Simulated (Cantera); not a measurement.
**Metals in furnace atmospheres: Fe + O2 + N2**

Charge: 1 mol Fe, 0.012 mol O2, 24 mol N2, held at 28.0 Pa.

Method: chemical equilibrium by Gibbs-energy minimisation in Cantera with the NASA 1993 tables (ideal gas, pure condensed phases). Candidate condensed phases: Fe, FeO, Fe2O3, Fe3O4; 11 gas species. Mutual solubility and eutectic melting of coexisting phases are not modelled. The tables' stoichiometric FeO is somewhat more stable than real wüstite, so its field is too wide. FeO: taken at fixed stoichiometry. Rates play no part.

```tsv
T (°C)	log p N2	log p Fe	log p FeO	log p O	log p NO	log p O2	log p N	n Fe(γ)	n FeO(l)	n Fe(δ)
1377	-3.56	-5.57	-8.04	-9.84	-9.26	-10.51	-13.48	0.742	0.0231	0
1427	-3.56	-5.20	-7.60	-9.38	-8.95	-10.05	-13.04	0	0.0216	0.424
1477	-3.57	-4.96	-7.19	-8.83	-8.56	-9.41	-12.62	0	0.0178	0
1527	-3.57	-4.96	-6.80	-8.10	-7.96	-8.36	-12.22	0	0.00753	0
1577	-3.57	-4.96	-6.70	-7.66	-7.65	-7.89	-11.85	0	0	0
1627	-3.57	-4.96	-6.77	-7.42	-7.53	-7.78	-11.49	0	0	0
1677	-3.57	-4.96	-6.87	-7.21	-7.44	-7.74	-11.15	0	0	0
```
log p: log10 of the partial pressure in bar; n: condensed amount in mol.

At 1377 °C the condensed part is Fe(γ) + FeO(l). At 1427 °C the condensed part is Fe(δ) + FeO(l). From 1477 °C to 1527 °C the condensed part is FeO(l). From 1577 °C to 1677 °C nothing is condensed. The main Fe-bearing gas is Fe throughout.
